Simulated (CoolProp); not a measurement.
Saturated liquid density (kg/m³) of R143a: the reference equation beside estimates from Tc = 72.7 °C, pc = 3762 kPa, ω = 0.261.

Values from CoolProp's reference Helmholtz-energy equation of state, Lemmon and Jacobsen 2000.

```json
[
 {"T (°C)": "-58.75", "reference": "1197", "van der Waals": "668.4", "Soave-Redlich-Kwong": "1014", "Peng-Robinson": "1146"},
 {"T (°C)": "-50.05", "reference": "1174", "van der Waals": "___", "Soave-Redlich-Kwong": "994.9", "Peng-Robinson": "1124"},
 {"T (°C)": "-41.35", "reference": "1150", "van der Waals": "___", "Soave-Redlich-Kwong": "974.1", "Peng-Robinson": "1102"},
 {"T (°C)": "-32.65", "reference": "1126", "van der Waals": "630.0", "Soave-Redlich-Kwong": "952.0", "Peng-Robinson": "1078"},
 {"T (°C)": "-23.95", "reference": "1100", "van der Waals": "616.1", "Soave-Redlich-Kwong": "928.3", "Peng-Robinson": "1052"},
 {"T (°C)": "-15.25", "reference": "___", "van der Waals": "601.4", "Soave-Redlich-Kwong": "903.0", "Peng-Robinson": "1024"},
 {"T (°C)": "-6.55", "reference": "1046", "van der Waals": "585.8", "Soave-Redlich-Kwong": "875.7", "Peng-Robinson": "993.3"},
 {"T (°C)": "2.15", "reference": "1017", "van der Waals": "569.3", "Soave-Redlich-Kwong": "846.2", "Peng-Robinson": "960.3"},
 {"T (°C)": "10.85", "reference": "985.9", "van der Waals": "___", "Soave-Redlich-Kwong": "814.1", "Peng-Robinson": "924.1"}
]
```

Task: Fill in the missing entries.

Result: 
- -50.05, van der Waals: 656.1
- -41.35, van der Waals: 643.4
- -15.25, reference: 1074
- 10.85, van der Waals: 551.7

Absolute difference from the reference over all 9 rows, mean and median: van der Waals 44.0 and 44.0 %, Soave-Redlich-Kwong 15.9 and 15.6 %, Peng-Robinson 4.8 and 4.4 %.
